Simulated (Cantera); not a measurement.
A perfectly stirred reactor is fed with CH4 : C2H6 : O2 : N2 : CO2 = 1 : 0.11 : 3.79 : 14.2 : 0.032 (molar parts), at 3600 Torr; it is adiabatic with a 598 K inlet, and is followed from long to short residence time, starting on the burning branch (τ in s: 0.36, 0.12, 0.043, 0.015, 0.0052, 0.0018, 0.00063, 0.00022, 7.6e-05, 2.6e-05).

Cantera simulation using GRI-Mech 3.0 (53 species, 325 reactions); the numbers are that mechanism's predictions, not measurements.

Question: Predict: blow-out, bracketed by the residence times tried; x(CH4) at τ = 0.360 s; x(C2H6) at τ = 0.360 s; x(O2) at τ = 0.360 s; x(HO2) at τ = 0.360 s; x(H2O2) at τ = 0.360 s; x(CH4) at τ = 1.80 ms; x(C2H6) at τ = 1.80 ms; x(O2) at τ = 1.80 ms; x(HO2) at τ = 1.80 ms; x(H2O2) at τ = 1.80 ms.

Answer: 
* **blow-out, bracketed by the residence times tried**: burning at 76.0 µs, out at 26.0 µs
* **x(CH4) at τ = 0.360 s**: 6.91e-7
* **x(C2H6) at τ = 0.360 s**: 1.28e-8
* **x(O2) at τ = 0.360 s**: 0.0728
* **x(HO2) at τ = 0.360 s**: 1.78e-6
* **x(H2O2) at τ = 0.360 s**: 1.17e-7
* **x(CH4) at τ = 1.80 ms**: 4.99e-5
* **x(C2H6) at τ = 1.80 ms**: 1.29e-6
* **x(O2) at τ = 1.80 ms**: 0.0735
* **x(HO2) at τ = 1.80 ms**: 7.55e-6
* **x(H2O2) at τ = 1.80 ms**: 3.31e-7
